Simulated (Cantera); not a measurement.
An adiabatic, constant-volume homogeneous reactor starts with 6.33 % CH₄, 0.823 % H₂, 18.2 % O₂, 74.7 % N₂, equivalence ratio 0.72, at 1750 K and 3750 Torr.

Computed with Cantera and GRI-Mech 3.0 (53 species, 325 reactions).

### Question
Predict: time of steepest temperature rise; temperature at 1.00 s; equilibrium temperature; x(H₂) at 1.00 s; x(O₂) at 1.00 s; x(NO₂) at 1.00 s.

### Answer
| Quantity | Value |
|---|---|
| time of steepest temperature rise | 28.7 µs |
| temperature at 1.00 s | 2949 K |
| equilibrium temperature | 2949 K |
| x(H₂) at 1.00 s | 0.00686 (gas-phase equilibrium 0.00686) |
| x(O₂) at 1.00 s | 0.0453 (gas-phase equilibrium 0.0453) |
| x(NO₂) at 1.00 s | 1.63e-5 (gas-phase equilibrium 1.63e-5) |
